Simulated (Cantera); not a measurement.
Cantera run:

```python
import numpy as np
import cantera as ct

gas_names = """
    B BH BH2 BH3 BN B2 H H2 N NH NH2 NH3 N2 N2H2 N2H4
""".split()
cond_names = """
    B(b) B(L) BN(s)
""".split()


# ... load() reads the species with a 1 bar reference pressure and builds the phases ...
atoms = {
    'B2H6': {'B': 2, 'H': 6},
    'NH3': {'N': 1, 'H': 3},
    'H2': {'H': 2},
}
top_T = {'BN(s)': 3200}  # K; cautious upper limits of use, not melting points


# ... equilibrate(T, P, feed) seeds the gas with the atoms and calls Mixture.equilibrate('TP', solver="vcs", rtol=1e-11, max_steps=5000) ...
results = []
feed = {'B2H6': 1, 'NH3': 1.9, 'H2': 160}  # mol
T = 1473.15  # K
P = 13332.2  # Pa
mix = equilibrate(T, P, feed)
results.append((T, P, feed, dict(zip(mix.species_names, mix.species_moles))))
x = sorted(zip(gas.X, gas.species_names), reverse=True)
print(f"T = {T:g} K  P = {P:g} Pa  gas = {mix.phase_moles(0):.4g} mol")
print("   x: " + "  ".join(f"{s} {v:.3e}" for v, s in x if v > 1e-05))
print("   condensed (mol): " + ("  ".join(f"{mix.phase(i).name} {mix.phase_moles(i):.4g}"
      for i in range(1, mix.n_phases) if mix.phase_moles(i) > 1e-12) or "none"))
```

Result:

```
T = 1473.15 K  P = 13332.2 Pa  gas = 165.9 mol
   x: H2 1.000e+00  H 3.471e-05
   condensed (mol): B(b) 0.09845  BN(s) 1.9
```

Equilibrium computed with Cantera from the NASA thermochemical tables; the gas is ideal and each condensed phase is pure. The feed counts by its element totals alone. Mutual solubility and eutectic melting of coexisting phases are not modelled.
